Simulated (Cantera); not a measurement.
## Silicon epitaxy and polysilicon growth: SiHCl3 + Cl2 + N2

Input: 1 mol SiHCl3, 0.057 mol Cl2, 68 mol N2, equilibrated at 10.0 mbar.

Cantera equilibrium calculation (NASA polynomials, part measured and part estimated; ideal gas, pure solids and liquids). Candidate condensed phases: NH4Cl, Si, Si3N4; 28 gas species. N2 is the only nitrogen source here; it is nearly inert below about 1500 K, so the nitride shown seldom forms there in practice. The tables' values for SiCl3, SiCl are old estimates; treat these amounts as uncertain. Rates play no part.

```
T (K)   x N2   x SiCl2   x HCl   x SiCl4      x Cl   x SiCl3  n Si3N4(s)
-----  -----  --------  ------  --------  --------  --------  ----------
1123   0.978   3.34e-5  0.0136   0.00773   2.47e-7  0.000144       0.151
1223   0.978  0.000374  0.0136   0.00720   1.78e-6  0.000582       0.145
1323   0.976   0.00256  0.0136   0.00534   9.00e-6   0.00158       0.114
1423   0.973   0.00891  0.0132   0.00186   2.98e-5   0.00205      0.0350
1523   0.972    0.0122  0.0132  0.000551  0.000106   0.00150           0
1623   0.971    0.0128  0.0137  0.000277  0.000437   0.00123           0
1723   0.971    0.0134  0.0137   9.26e-5   0.00119  0.000812           0
1823   0.970    0.0138  0.0133   1.88e-5   0.00214  0.000409           0
```
x: gas mole fraction; n: condensed amount in mol.

From 1123 K to 1423 K the condensed part is Si3N4(s). From 1523 K to 1823 K nothing is condensed. The main Si-bearing gas is SiCl4 at 1123 K and SiCl2 at 1823 K.
